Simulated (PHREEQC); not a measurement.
**Hard or scaling water (model solution)**

Dissolve 0.0071 mol/kgw CaCl2 and 0.28 mol/kgw NaCl at 20 °C. Closed to the air; pH follows from the charge balance.

Computed with PHREEQC (ion-association model, phreeqc.dat).

Precipitation was switched off in this run.

Predict the activity of water, density.

activity of water 0.990; density 1.010 g/cm³.

Complexes and solids missing from the database can't appear.
